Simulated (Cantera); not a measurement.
A closed system holds: 1 mol MgO, 6.7 mol CO, 0.15 mol H₂, held at 1975 K and 1 atm.

Method: chemical equilibrium by Gibbs-energy minimisation in Cantera with the NASA 1993 tables (ideal gas, pure condensed phases). Rates play no part.

```
species        before     after
-----------  --------  --------
CO              0.975     0.968
H₂             0.0216    0.0210
Mg            0.00158   0.00500
CO₂           0.00144   0.00456
H            0.000200  0.000627
H₂O          0.000143  0.000445
MgO(s), mol     0.989     0.965
```
Gas species are given as mole fractions.

Name the change that produced these shifts.
(A) pressure from 1 atm to 0.0140 bar
(B) temperature from 1975 K to 1098.15 K
(C) pressure from 1 atm to 0.100 bar
(D) pressure from 1 atm to 0.000520 bar

C, pressure from 1 atm to 0.100 bar
